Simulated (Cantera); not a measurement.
A closed system holds: 1 mol FeS, 1.1 mol SO₃, 5.9 mol H₂O, equilibrated at 748.15 K and 6.10 bar.

Method: chemical equilibrium by Gibbs-energy minimisation in Cantera with the NASA 1993 tables (ideal gas, pure condensed phases). Candidate condensed phases: Fe, FeO, Fe(OH)₂, Fe(OH)₃, FeS, FeSO₄, FeS₂, Fe₂O₃, Fe₂(SO₄)₃, Fe₃O₄, H₂O, H₂SO₄, S; 22 gas species. Rates play no part.

Base state: H₂O 0.821, SO₂ 0.176, H₂S 0.00238, S₂ 6.66e-5, S₂O 3.33e-5, H₂ 2.34e-5 (mole fractions); condensed: FeS₂(s) + Fe₃O₄(s).

**Question.** What changes in the equilibrium state with this change: temperature from 748.15 K to 1425 K?

**Answer.** 
| species | before | after |
|---|---|---|
| H₂O | 0.821 | 0.761 |
| SO₂ | 0.176 | 0.179 |
| H₂S | 0.00238 | 0.0253 |
| S₂ | 6.66e-5 | 0.0178 |
| H₂ | 2.34e-5 | 0.0144 |
| SH | 1.57e-9 | 0.000190 |
| SO | 1.16e-8 | 0.000507 |
| S₂O | 3.33e-5 | 0.00165 |
| FeS₂(s), mol | 0.409 | 0 |
| Fe₃O₄(s), mol | 0.197 | 0.233 |
| FeS(s), mol | 0 | 0.300 |
Mutual solubility and eutectic melting of coexisting phases are not modelled. FeS: taken at fixed stoichiometry.
